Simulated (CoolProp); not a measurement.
Vapour-liquid equilibrium of propane (1) + n-pentane (2) at 0.392 MPa; x and y are mole fractions of (1).

Values from CoolProp's multi-fluid Helmholtz-energy mixture model, Lemmon 2009 and Thol 2019; pair parameters Kunz 2012.

```
x     bubble temperature, mixture model (°C)  bubble temperature, Raoult's law (°C)  y, mixture model  y, Raoult's law
----  --------------------------------------  -------------------------------------  ----------------  ---------------
0.05                                    70.2                                   69.3             0.283            0.326
0.15                                    50.4                                   50.0             0.618            0.655
0.25                                    36.1                                   36.4             0.779            0.804
0.35                                    25.8                                   26.4               ___            0.881
0.45                                    18.0                                   18.6               ___            0.925
0.55                                     ___                                   12.3             0.940            0.952
0.65                                     ___                                    7.1             0.960            0.970
0.75                                     2.6                                    2.6             0.975            0.982
0.85                                    -1.1                                   -1.2             0.986            0.991
0.95                                    -4.5                                   -4.6             0.996            0.997
```

### Question
What belongs in the gaps?

### Answer

- 0.35, y, mixture model: 0.862
- 0.45, y, mixture model: 0.910
- 0.55, bubble temperature, mixture model (°C): 11.9
- 0.65, bubble temperature, mixture model (°C): 6.9

The largest gap from Raoult's law is +0.9 K in bubble temperature, at x = 0.05. No azeotrope shows between x = 0.05 and 0.95.

Pair parameters are fitted to limited data, so mixtures are less certain than the pure fluids. The gap from Raoult's law changes sign with composition, which may be real or a fault of the pair parameters; it wasn't checked against measurements.
